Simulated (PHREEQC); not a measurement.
Dissolve 0.042 mol FeCl3, 0.29 mol CuCl2 and 3.1e-05 mol NaF per kg of water at 95 °C. Closed to the air; pH follows from the charge balance.

Computed with PHREEQC (ion-association model, phreeqc.dat).

Problem. The ionic strength comes out as 0.524 mol/kgw. What activity coefficients do Na+, Fe3(OH)4+5, Cu+2, FeF+2, CuCl3- get?

Solution. Na+ 0.67, Fe3(OH)4+5 0.00013, Cu+2 0.20, FeF+2 0.17, CuCl3- 0.61.

This is a speciation only: nothing precipitates in the calculation. The solution is supersaturated, for example in Hematite (slow to form), Goethite (slow to form), so a real one may precipitate; this is no full list. Away from 25 °C the constants follow the database's enthalpies or fits; those with neither stay at their 25 °C values. Fluoro complexes past AlF4- and FeF3 are missing from the database.
